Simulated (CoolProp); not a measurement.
The fluoroketone C6F12O (FK-5-1-12) along the isobar 391 kPa: density (kg/m³) from the reference equation and from simpler models built on Tc = 168.7 °C, pc = 1869 kPa, ω = 0.471; each cubic takes its own stable root.

Model: reference Helmholtz-energy equation of state, McLinden 2015, in CoolProp.

```json
[
 {"T (°C)": "-33.25", "phase": "liquid", "reference": "1768"},
 {"T (°C)": "-17.25", "phase": "liquid", "reference": "1725"},
 {"T (°C)": "-1.25", "phase": "liquid", "reference": "1680"},
 {"T (°C)": "14.75", "phase": "liquid", "reference": "1634"},
 {"T (°C)": "30.75", "phase": "liquid", "reference": "1587"},
 {"T (°C)": "46.75", "phase": "liquid", "reference": "1536"},
 {"T (°C)": "62.75", "phase": "liquid", "reference": "1483"},
 {"T (°C)": "78.65", "phase": "liquid", "reference": "1425"},
 {"T (°C)": "110.65", "phase": "gas", "reference": "44.91"},
 {"T (°C)": "126.65", "phase": "gas", "reference": "42.03"},
 {"T (°C)": "142.65", "phase": "gas", "reference": "39.62"},
 {"T (°C)": "158.65", "phase": "gas", "reference": "37.57"},
 {"T (°C)": "174.65", "phase": "gas", "reference": "35.78"},
 {"T (°C)": "190.65", "phase": "gas", "reference": "34.20"},
 {"T (°C)": "206.65", "phase": "gas", "reference": "32.78"}
]
```

How far does each simpler model (van der Waals, Redlich-Kwong, Soave-Redlich-Kwong, Peng-Robinson) lie from the reference over these 15 states: mean and median of the absolute difference, and the worst?


- van der Waals: mean 34.1 %, median 41.4 %, worst -96.6 % at 78.65 °C and 391 kPa
- Redlich-Kwong: mean 13.6 %, median 13.7 %, worst -96.5 % at 78.65 °C and 391 kPa
- Soave-Redlich-Kwong: mean 5.0 %, median 8.6 %, worst -9.8 % at 78.65 °C and 391 kPa
- Peng-Robinson: mean 1.7 %, median 1.8 %, worst +3.3 % at 30.75 °C and 391 kPa

At some of these states van der Waals, Redlich-Kwong gives the other phase, because its saturation line lies elsewhere.
